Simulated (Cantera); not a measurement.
Charge: 1 mol Si₂H₆, 1.2 mol N₂O, 0.37 mol H₂, 0.12 mol H₂O, held at 0.100 bar.

Equilibrium computed with Cantera from the NASA thermochemical tables; the gas is ideal and each condensed phase is pure. Candidate condensed phases: H₂O, Si, SiO₂, Si₂N₂O, Si₃N₄; 35 gas species. The feed counts by its element totals alone. Mutual solubility and eutectic melting of coexisting phases are not modelled. The tables hold silica as quartz up to 1696 K and as liquid above; real silica turns to tridymite and cristobalite and melts near 1996 K. Rates play no part. All values below are at 1375 °C.

Base state: H₂ 0.914, N₂ 0.0816, SiO 0.00405, H 0.000269, H₂O 0.000188 (mole fractions); condensed: SiO₂(β-quartz) + Si₂N₂O(s).

What changes in the equilibrium state with this change: pressure from 0.100 bar to 5.20 Pa?


```tsv
species	before	after
H₂	0.914	0.570
SiO	0.00405	0.218
N₂	0.0816	0.198
Si	1.18e-8	0.00495
Si₂N	<1e-9	2.02e-5
Si₂	<1e-9	1.65e-5
H₂O	0.000188	1.51e-8
SiO₂(β-quartz), mol	0.208	0
Si₂N₂O(s), mol	0.888	0
Si(s), mol	0	0.649
```
The tables' values for SiN are old estimates; treat these amounts as uncertain.
